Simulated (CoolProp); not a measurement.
Properties of CHF3 (R23) along the isotherm 228.9 K.

Computed with CoolProp (reference Helmholtz-energy equation of state, Penoncello 2003).

```tsv
p (MPa)	phase	Z	cv (kJ/(kg K))	Joule-Thomson coefficient (K/MPa)	viscosity (µPa s)	Prandtl number	fugacity coefficient
0.906	liquid	0.02582	0.7287	-0.09980	177	2.22	0.5919
1.81	liquid	0.05141	0.7280	-0.1109	179	2.22	0.3040
2.72	liquid	0.07701	0.7274	-0.1213	181	2.22	0.2076
3.62	liquid	0.1022	0.7268	-0.1310	183	2.22	0.1600
4.53	liquid	0.1275	0.7264	-0.1402	186	2.22	0.1312
5.44	liquid	0.1526	0.7260	-0.1489	188	2.23	0.1121
6.34	liquid	0.1774	0.7257	-0.1570	190	2.23	0.09860
7.25	liquid	0.2023	0.7254	-0.1648	192	2.23	0.08844
```

Viscosity comes from a separate model (Shan 2000). Thermal conductivity comes from a separate model (Shan 2000).
